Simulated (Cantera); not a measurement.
Charge: 1 mol C₃H₈, 3.5 mol CO₂, 87 mol H₂, held at 58.0 bar.

Method: chemical equilibrium by Gibbs-energy minimisation in Cantera with the NASA 1993 tables (ideal gas, pure condensed phases). Candidate condensed phases: C, C₆H₆, C₇H₈, C₈H₁₈, H₂O; 131 gas species. Ions and electrons are included (thermal ionisation). The ideal-gas law is rough above about 30 bar. Equilibrium is a limit: real reactors are often held back by kinetics, nucleation or transport. All values below are at 3750 K.

Base state: H₂ 0.814, H 0.119, CO 0.0626, H₂O 0.00443, OH 0.000339, CO₂ 3.96e-5, O 2.82e-5, HCO 1.79e-5 (mole fractions); condensed: gas only.

Problem. What changes in the equilibrium state with this change: CO₂ from 3.5 to 0.85 mol?

Solution. 
```tsv
species	before	after
H₂	0.814	0.850
H	0.119	0.121
CO	0.0626	0.0172
C₂H₂ (acetylene)	1.41e-6	0.00944
C₄H₂	<1e-9	4.35e-5
C₃	<1e-9	1.71e-5
C₃H₃ (propargyl)	<1e-9	1.30e-5
```
